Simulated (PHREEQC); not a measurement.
Solution (83 °C): 0.056 mol/kgw Cu(NO3)2, 0.026 mol/kgw HBF4 and 0.00012 mol/kgw NaCl. Closed to the air; pH follows from the charge balance.

Model: ion-association model, phreeqc.dat, run in PHREEQC.

This is a speciation only: nothing precipitates in the calculation.

Estimate the pH, density.

pH 1.77; density 0.980 g/cm³.

In which forms is Cl present?

Cl- 68 %, CuCl+ 32 % of the Cl.

At this temperature some constants are extrapolated from 25 °C, and those without enthalpy data are left unchanged. Real BF4- forms and hydrolyses slowly; the run takes it at equilibrium.
